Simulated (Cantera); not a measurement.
A perfectly stirred reactor is fed with 1.75 % CH4, 97.3 % H2, 0.925 % CO2, at 16.5 Torr; it is held at 2200 K, and followed from long to short residence time.

Model: GRI-Mech 3.0 (53 species, 325 reactions), integrated in Cantera. GRI-Mech 3.0 stops at C3 and has no aromatics, soot or wall deposition, so with more carbon than oxygen in the feed, carbon stays in small species such as C2H2 where larger ones or solid carbon would form. Radical loss at walls, strong at low pressure, is not modelled.

x: mole fraction; the columns are a selection and need not sum to one.

```json
[
 {"τ (s)": "21", "x CH4": "4.58e-5", "x H2": "0.942", "x CO2": "4.85e-7", "x H2O2": "<1e-12", "x HO2": "<1e-12"},
 {"τ (s)": "3.6", "x CH4": "…", "x H2": "0.945", "x CO2": "…", "x H2O2": "<1e-12", "x HO2": "<1e-12"},
 {"τ (s)": "0.62", "x CH4": "0.000432", "x H2": "0.951", "x CO2": "1.79e-5", "x H2O2": "<1e-12", "x HO2": "<1e-12"},
 {"τ (s)": "0.11", "x CH4": "0.00154", "x H2": "0.956", "x CO2": "9.83e-5", "x H2O2": "<1e-12", "x HO2": "<1e-12"},
 {"τ (s)": "0.018", "x CH4": "0.00538", "x H2": "0.958", "x CO2": "0.000719", "x H2O2": "<1e-12", "x HO2": "<1e-12"},
 {"τ (s)": "0.0031", "x CH4": "…", "x H2": "0.963", "x CO2": "…", "x H2O2": "<1e-12", "x HO2": "<1e-12"},
 {"τ (s)": "0.00053", "x CH4": "0.0169", "x H2": "0.971", "x CO2": "0.00881", "x H2O2": "<1e-12", "x HO2": "<1e-12"}
]
```

**Question.** Fill in the missing entries.

**Answer.** 
- 3.6, x CH4: 0.000127
- 3.6, x CO2: 2.98e-6
- 0.0031, x CH4: 0.0130
- 0.0031, x CO2: 0.00426
